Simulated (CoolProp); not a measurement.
Aqueous potassium formate as a coolant, 41 % by mass, freezing at -36.7 °C, 1 atm.

Values from CoolProp's Melinder's fits for secondary coolants.

| T (°C) | cp (kJ/(kg K)) | conductivity (W/(m K)) | Prandtl number | viscosity (mPa s) |
|---|---|---|---|---|
| -34.6 | 2.755 | 0.451 | 82.3 | 13.5 |
| -28.3 | 2.767 | 0.458 | 58.3 | 9.65 |
| -22 | 2.779 | 0.466 | 42.9 | 7.18 |
| -15.7 | 2.791 | 0.473 | 32.7 | 5.53 |
| -9.4 | 2.802 | 0.480 | 25.7 | 4.40 |
| -3.1 | 2.813 | 0.487 | 20.7 | 3.59 |
| 3.2 | 2.824 | 0.495 | 17.2 | 3.01 |
| 9.5 | 2.835 | 0.502 | 14.5 | 2.57 |
| 15.8 | 2.846 | 0.509 | 12.5 | 2.24 |
| 22.1 | 2.858 | 0.517 | 10.9 | 1.97 |
| 28.4 | 2.870 | 0.524 | 9.61 | 1.75 |
| 34.7 | 2.882 | 0.531 | 8.53 | 1.57 |
